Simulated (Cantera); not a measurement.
**Thermodynamics of abatement and gas-phase synthesis, feed NF₃ + H₂O + N₂**

Feed: 1 mol NF₃, 0.62 mol H₂O, a varied amount of N₂, held at 2275 K and 75.0 Torr.

These are equilibrium values from Cantera (NASA tables, ideal gas, pure condensed phases), not measurements of a reactor. Candidate condensed phases: H₂O; 40 gas species. Rates play no part.

From 1.7 mol N₂ to 45 mol N₂ nothing is condensed.

| n(N₂) (mol) | log p N₂ | log p F | log p HF | log p O₂ | log p NO | log p O | log p F₂ | log p FO |
|---|---|---|---|---|---|---|---|---|
| 1.7 | -1.40 | -1.50 | -1.65 | -2.28 | -3.28 | -3.51 | -5.86 | -5.87 |
| 2.7 | -1.31 | -1.57 | -1.72 | -2.36 | -3.27 | -3.55 | -6.00 | -5.98 |
| 4.3 | -1.23 | -1.66 | -1.82 | -2.46 | -3.28 | -3.60 | -6.19 | -6.12 |
| 6.9 | -1.16 | -1.78 | -1.94 | -2.60 | -3.32 | -3.67 | -6.44 | -6.31 |
| 11 | -1.11 | -1.93 | -2.08 | -2.75 | -3.37 | -3.74 | -6.72 | -6.53 |
| 18 | -1.07 | -2.09 | -2.25 | -2.93 | -3.44 | -3.83 | -7.05 | -6.79 |
| 28 | -1.05 | -2.26 | -2.41 | -3.12 | -3.52 | -3.93 | -7.38 | -7.04 |
| 45 | -1.03 | -2.44 | -2.60 | -3.33 | -3.62 | -4.03 | -7.75 | -7.34 |
log p: log10 of the partial pressure in bar; nothing condenses.
